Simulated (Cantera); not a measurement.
What does this Cantera script print?

```python
import numpy as np
import cantera as ct

gas = ct.Solution("gri30.yaml")
gas.TPX = 1775, 390, {'CH4': 1, 'N2': 1.4}
reactor = ct.IdealGasConstPressureReactor(gas, energy="off", clone=False)
net = ct.ReactorNet([reactor])
net.rtol, net.atol = 1e-08, 1e-18
show = ['CH4', 'CH3', 'C2H', 'CH2', 'HCN']
times = np.geomspace(0.0002, 10, 13)

steps = ct.SolutionArray(gas, extra=["t"])
rows = []
print(f"{'t/s':>10s}{'T/K':>9s}{'P/Pa':>11s}" + "".join(f"{s:>11s}" for s in show))
for t in times:
    while net.time < t:
        t_next = net.step()
        steps.append(gas.state, t=t_next)
    rows.append([np.interp(t, steps.t, y) for y in (steps.T, steps.P, *steps(*show).X.T)])
    print(f"{t:10.3e}{rows[-1][0]:9.1f}{rows[-1][1]:11.4g}" + "".join(f"{x:11.3e}" for x in rows[-1][2:]))
rate = np.gradient(steps.T, steps.t)
print("integrator steps:", len(steps.t))
if steps.T.max() > steps.T[0] + 200:
    print(f"time of steepest temperature rise: {steps.t[rate.argmax()]:.4e} s")
gas.TPX = 1775, 390, {'CH4': 1, 'N2': 1.4}
gas.equilibrate("TP")
print(f"equilibrium (TP): T = {gas.T:.1f} K  " + "  ".join(f"{s} {gas[s].X[0]:.3e}" for s in show))
```

It prints:

```
       t/s      T/K       P/Pa        CH4        CH3        C2H        CH2        HCN
 2.000e-04   1775.0        390  4.166e-01  3.569e-05  9.472e-20  1.926e-10  1.490e-15
 4.927e-04   1775.0        390  4.166e-01  9.010e-05  1.719e-17  1.153e-09  9.851e-15
 1.214e-03   1775.0        390  4.164e-01  2.240e-04  2.414e-15  6.758e-09  6.899e-14
 2.991e-03   1775.0        390  4.160e-01  5.530e-04  2.745e-13  3.936e-08  6.074e-13
 7.368e-03   1775.0        390  4.148e-01  1.358e-03  2.770e-11  2.231e-07  6.114e-12
 1.815e-02   1775.0        390  4.096e-01  3.284e-03  1.638e-09  1.172e-06  1.036e-10
 4.472e-02   1775.0        390  3.681e-01  7.009e-03  6.021e-08  4.823e-06  5.530e-09
 1.102e-01   1775.0        390  1.958e-01  6.730e-03  9.623e-07  7.283e-06  1.921e-07
 2.714e-01   1775.0        390  7.746e-02  3.055e-03  1.855e-06  4.483e-06  9.241e-07
 6.687e-01   1775.0        390  2.720e-02  1.311e-03  2.592e-06  2.788e-06  2.401e-06
 1.648e+00   1775.0        390  7.150e-03  4.944e-04  3.896e-06  1.702e-06  5.519e-06
 4.059e+00   1775.0        390  1.251e-03  1.408e-04  6.416e-06  8.409e-07  1.343e-05
 1.000e+01   1775.0        390  2.339e-04  3.273e-05  7.993e-06  2.484e-07  2.503e-05
integrator steps: 1477
equilibrium (TP): T = 1775.0 K  CH4 2.395e-05  CH3 3.407e-06  C2H 5.089e-06  CH2 2.646e-08  HCN 1.097e-01
```

Model: GRI-Mech 3.0 (53 species, 325 reactions), integrated in Cantera. GRI-Mech 3.0 stops at C3 and has no aromatics, soot or wall deposition, so with more carbon than oxygen in the feed, carbon stays in small species such as C2H2 where larger ones or solid carbon would form. Radical loss at walls, strong at low pressure, is not modelled.
